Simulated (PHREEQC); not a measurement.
1 kg of water holding 0.2 mol/kgw Na2CO3 and 0.44 mol/kgw Na2SO4 is evaporated at 25 °C; the solids stay in contact with the brine. CO2 is held at log p = -3.4 (atm). The run lets Burkeite, Mirabilite, Nahcolite, Natron, Thenardite, Trona precipitate or redissolve, and no other solid.

The series has 13 steps of water left (kg), from 0.9993 to 0.01609.

Computed with PHREEQC (Pitzer model, pitzer.dat).

**Question.** Which solids form, in which order, and at which step of the series does each first stand?

**Answer.** Mirabilite from water left = 0.1907 kg (pH 9.93); Trona from water left = 0.09095 kg (pH 9.99).
